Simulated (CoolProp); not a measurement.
Neopentane along the isotherm 550 K: fugacity coefficient from the reference equation and from simpler models built on Tc = 433.7 K, pc = 31.96 bar, ω = 0.196; each cubic takes its own stable root.

The numbers come from the reference Helmholtz-energy equation of state, Lemmon 2006 in CoolProp. It is a short technical equation, of lower accuracy than the large ones.

```
p (bar)          phase  reference  van der Waals  Redlich-Kwong  Peng-Robinson
-------  -------------  ---------  -------------  -------------  -------------
17.8               gas     0.9170         0.9102         0.9098         0.9064
35.5     supercritical     0.8399         0.8237         0.8267         0.8234
53.3     supercritical     0.7688         0.7400         0.7506         0.7504
71       supercritical     0.7063         0.6660         0.6849         0.6891
88.8     supercritical        [?]         0.6097         0.6316         0.6392
107      supercritical     0.6111         0.5700            [?]         0.5994
124      supercritical     0.5807            [?]         0.5611         0.5707
142      supercritical     0.5564         0.5264         0.5381         0.5472
160      supercritical     0.5385            [?]         0.5212         0.5292
```

Question: Complete the blanks.

Answer: 
- 88.8, reference: 0.6536
- 107, Redlich-Kwong: 0.5902
- 124, van der Waals: 0.5446
- 160, van der Waals: 0.5149
